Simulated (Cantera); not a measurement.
Input: 1 mol Al, 0.38 mol H2O, 0.023 mol Cl2, at 1198.15 K and 1.00 bar.

These are equilibrium values from Cantera (NASA tables, ideal gas, pure condensed phases), not measurements of a reactor. Candidate condensed phases: Al, AlCl3, Al2O3, H2O; 29 gas species. Mutual solubility and eutectic melting of coexisting phases are not modelled. The tables' values for AlCl2 are old estimates; treat these amounts as uncertain. Equilibrium is a limit: real reactors are often held back by kinetics, nucleation or transport.

Base state: H2 0.946, AlCl3 0.0281, AlCl 0.0214, AlCl2 0.00429, HCl 0.000224 (mole fractions); condensed: Al(l) + Al2O3(s).

Problem. What changes in the equilibrium state with this change: temperature from 1198.15 K to 1423.15 K?

Solution. 
| species | before | after |
|---|---|---|
| H2 | 0.946 | 0.905 |
| AlCl | 0.0214 | 0.0847 |
| AlCl2 | 0.00429 | 0.00581 |
| AlCl3 | 0.0281 | 0.00420 |
| HCl | 0.000224 | 0.000616 |
| Al(l), mol | 0.725 | 0.707 |
| Al2O3(s), mol | 0.127 | 0.127 |

Problem. What changes in the equilibrium state with this change: Al replaced by TiO2?

Solution. 
```tsv
species	before	after
H2O	<1e-9	0.862
HCl	0.000224	0.110
O2	<1e-9	0.0276
H2	0.946	6.34e-8
AlCl3	0.0281	0
AlCl	0.0214	0
AlCl2	0.00429	0
Cl2	<1e-9	0.000245
Cl	<1e-9	7.25e-5
Al(l), mol	0.725	0
Al2O3(s), mol	0.127	0
TiO2(rutile), mol	0	1.00
```
Condensed phases not in the tables: TiOCl. Gases not in the tables: TiO(OH)2. Further candidate phases: Ti, TiCl2, TiCl3, TiCl4, TiO, TiO2, Ti2O3, Ti3O5, Ti4O7.
